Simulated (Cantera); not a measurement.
Input: 1 mol FeS, 0.26 mol O₂, 9.6 mol N₂, held at 0.120 bar.

Method: chemical equilibrium by Gibbs-energy minimisation in Cantera with the NASA 1993 tables (ideal gas, pure condensed phases). Candidate condensed phases: Fe, FeO, FeS, FeSO₄, FeS₂, Fe₂O₃, Fe₂(SO₄)₃, Fe₃O₄, S; 19 gas species. Metal and sulfide melt together well below either melting point, which pure phases cannot show. Mutual solubility and eutectic melting of coexisting phases are not modelled. The tables' stoichiometric FeO is somewhat more stable than real wüstite, so its field is too wide. FeO, FeS: taken at fixed stoichiometry. Gases not in the tables: S₃ to S₇. Kinetics and transport are ignored.

Q: Which condensed phases are stable at each of these points (T (K)): 775, 850, 925, 1000, 1075, 1150, 1225, 1300?

A: 
```tsv
T (K)	condensed phases	Fe condensed (%)
775	FeS(s) + FeS₂(s) + Fe₃O₄(s)	100.0
850	FeS(s) + Fe₃O₄(s)	100.0
925	FeS(s) + Fe₃O₄(s)	100.0
1000	FeS(s) + Fe₃O₄(s)	100.0
1075	FeS(s) + Fe₃O₄(s)	100.0
1150	FeS(s) + Fe₃O₄(s)	100.0
1225	FeO(s) + FeS(s)	100.0
1300	FeO(s) + FeS(s)	100.0
```

At 775 K the condensed part is FeS(s) + FeS₂(s) + Fe₃O₄(s). From 850 K to 1150 K the condensed part is FeS(s) + Fe₃O₄(s). From 1225 K to 1300 K the condensed part is FeO(s) + FeS(s).
